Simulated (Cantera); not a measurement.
Input: 1 mol Si₃N₄, 0.057 mol O₂, a varied amount of N₂, equilibrated at 0.580 Pa.

Equilibrium computed with Cantera from the NASA thermochemical tables; the gas is ideal and each condensed phase is pure. Candidate condensed phases: Si, SiO₂, Si₂N₂O, Si₃N₄; 16 gas species. Mutual solubility and eutectic melting of coexisting phases are not modelled. The numbers say what is thermodynamically allowed, not how fast it happens.

### Question
What condenses at these points (T in K, n(N₂) in mol): (1500, 180); (1400, 120); (1600, 630); (1550, 420); (1200, 180); (1200, 35); (1400, 52)?

### Answer
| T (K) | n(N₂) in mol | condensed phases | Si condensed (%) |
|---|---|---|---|
| 1500 | 180 | Si | 85.0 |
| 1400 | 120 | Si₃N₄ | 95.6 |
| 1600 | 630 | gas only | 0.0 |
| 1550 | 420 | Si | 13.9 |
| 1200 | 180 | Si₂N₂O + Si₃N₄ | 100.0 |
| 1200 | 35 | Si₂N₂O + Si₃N₄ | 100.0 |
| 1400 | 52 | Si₃N₄ | 95.9 |
